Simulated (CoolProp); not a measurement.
R410A along the isobar 0.411 MPa: density (kg/m³) from the reference equation and from simpler models built on Tc = 344.5 K, pc = 4.901 MPa, ω = 0.296; each cubic takes its own stable root.

Values from CoolProp's reference Helmholtz-energy equation of state, Lemmon 2003. It is a pseudo-pure fit of the blend.

| T (K) | phase | reference | van der Waals | Peng-Robinson |
|---|---|---|---|---|
| 227.5 | liquid | 1332 | 16.96 | 1263 |
| 243.7 | liquid | 1278 | 15.65 | ___ |
| 276.3 | gas | 14.03 | 13.58 | 13.89 |
| 292.6 | gas | ___ | 12.75 | ___ |
| 308.8 | gas | 12.20 | 12.02 | 12.18 |
| 325.1 | gas | 11.49 | 11.37 | 11.48 |
| 341.4 | gas | 10.87 | 10.79 | 10.87 |
| 357.6 | gas | 10.32 | 10.27 | 10.33 |
| 373.9 | gas | 9.827 | 9.799 | 9.838 |
| 390.2 | gas | 9.383 | 9.369 | 9.395 |
| 406.4 | gas | 8.983 | 8.979 | 8.994 |
| 422.7 | gas | 8.616 | 8.619 | 8.626 |
| 439 | gas | 8.279 | 8.287 | 8.288 |

Question: Fill in the missing entries.

Answer: 
- 243.7, Peng-Robinson: 1211
- 292.6, reference: 13.03
- 292.6, Peng-Robinson: 12.97

At some of these states van der Waals gives the other phase, because its saturation line lies elsewhere.
